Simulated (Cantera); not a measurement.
What does this Cantera script print?

```python
import numpy as np
import cantera as ct

gas_names = [...]  # 110 gases of nasa_gas.yaml made of C, H, O
cond_names = """
    C(gr) C6H6(L) C7H8(L) C8H18(L),n-octa H2O(s) H2O(L)
""".split()


# ... load() reads the species with a 1 bar reference pressure and builds the phases ...
atoms = {
    'C3H8': {'C': 3, 'H': 8},
    'CO2': {'C': 1, 'O': 2},
    'O2': {'O': 2},
}
top_T = {'C(gr)': 4500}  # K; cautious upper limits of use, not melting points


# ... equilibrate(T, P, feed) seeds the gas with the atoms and calls Mixture.equilibrate('TP', solver="vcs", rtol=1e-11, max_steps=5000) ...
results = []
feed = {'C3H8': 1, 'CO2': 1.3, 'O2': 0.58}  # mol
P = 48  # Pa
for T in [2100, 2200, 2300, 2400, 2500, 2600, 2700, 2800]:
    mix = equilibrate(T, P, feed)
    results.append((T, P, feed, dict(zip(mix.species_names, mix.species_moles))))

top = {s: max(r[3][s] / sum(r[3][g] for g in gas_names) for r in results) for s in gas_names}
cols = sorted((s for s in top if top[s] > 0.0001), key=lambda s: -top[s])[:9]
seen = [c for c in cond_names if any(r[3].get(c, 0) > 1e-12 for r in results)]
print("log10 of partial pressures in bar; condensed amounts in mol")
print(f"{'T/K':>10s}" + "".join(f"{s[:9]:>10s}" for s in cols + seen))
for T, P, feed, n in results:
    ng = sum(n[g] for g in gas_names)
    print(f"{T:10.4g}" + "".join(f"{np.log10(max(n[s] / ng * P / 1e5, 1e-99)):10.3f}" for s in cols)
          + "".join(f"{n.get(c, 0):10.4g}" for c in seen))
```

Output:

```
log10 of partial pressures in bar; condensed amounts in mol
       T/K         H        CO        H2        C3         C        C2 C2H2,acet       C2H     C(gr)
      2100    -4.343    -3.654    -3.672    -9.540    -9.626   -10.606    -6.513    -8.770    0.5295
      2200    -4.112    -3.670    -3.725    -8.617    -8.816    -9.676    -6.316    -8.164    0.5226
      2300    -3.919    -3.692    -3.809    -7.777    -8.078    -8.828    -6.173    -7.628    0.5131
      2400    -3.765    -3.719    -3.934    -7.008    -7.401    -8.052    -6.091    -7.162    0.4981
      2500    -3.654    -3.749    -4.108    -6.304    -6.779    -7.339    -6.074    -6.763    0.4598
      2600    -3.582    -3.776    -4.333    -5.655    -6.205    -6.682    -6.123    -6.428    0.3151
      2700    -3.543    -3.798    -4.596    -5.234    -5.733    -6.193    -6.342    -6.264         0
      2800    -3.521    -3.810    -4.867    -5.284    -5.442    -6.033    -6.866    -6.419         0
```

These are equilibrium values from Cantera (NASA tables, ideal gas, pure condensed phases), not measurements of a reactor.
